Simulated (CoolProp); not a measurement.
Saturation properties of n-butane.

Computed with CoolProp (reference Helmholtz-energy equation of state, Bücker 2006).

```
T (K)  p (MPa)  vapour density (kg/m³)  enthalpy of vaporisation (kJ/kg)  liquid viscosity (µPa s)  liquid conductivity (mW/(m K))
-----  -------  ----------------------  --------------------------------  ------------------------  ------------------------------
295.4   0.2232                   5.687                               [?]                       163                             106
300.3   0.2600                   6.574                             359.3                       155                             104
305.1   0.3003                   7.543                             354.2                       148                             102
309.9      [?]                   8.621                             349.0                       142                             100
314.8      [?]                   9.844                             343.6                       135                            98.1
319.6   0.4514                   11.17                             338.0                       130                            96.3
324.4   0.5121                   12.64                             332.3                       124                            94.5
329.3   0.5802                   14.29                             326.2                       118                             [?]
334.1   0.6532                   16.08                               [?]                       [?]                            91.0
339     0.7345                   18.09                             313.5                       108                            89.3
343.8   0.8212                   20.26                             306.8                       103                            87.6
348.6   0.9153                   22.65                             299.8                       [?]                            86.0
353.5    1.019                   25.34                             292.3                      94.3                            84.4
358.3    1.129                   28.25                               [?]                      90.0                            82.8
363.2    1.251                   31.53                             276.4                      85.8                            81.3
```

Problem. Some entries are withheld; supply them.

Solution. 
- 295.4, enthalpy of vaporisation (kJ/kg): 364.3
- 309.9, p (MPa): 0.3453
- 314.8, p (MPa): 0.3962
- 329.3, liquid conductivity (mW/(m K)): 92.7
- 334.1, enthalpy of vaporisation (kJ/kg): 320.0
- 334.1, liquid viscosity (µPa s): 113
- 348.6, liquid viscosity (µPa s): 98.9
- 358.3, enthalpy of vaporisation (kJ/kg): 284.7

It boils at 272.7 K under 1 atm.

Viscosity comes from a separate model (Vogel 1999). Thermal conductivity comes from a separate model (Perkins 2002).
